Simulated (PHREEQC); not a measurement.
A solution holds 0.08 mol CdCl2 per kg of water, at 25 °C. Closed to the air; pH follows from the charge balance.

Model: ion-association model, wateq4f.dat, run in PHREEQC.

No solid was allowed to form.

Problem. Predict the pH, ionic strength.

Solution. pH 5.43; ionic strength 0.104 mol/kgw.

Problem. In which forms is Cl present?

Solution. Cl- 54 %, CdCl+ 32 %, CdCl2 13 %, CdCl3- 1.1 % of the Cl.
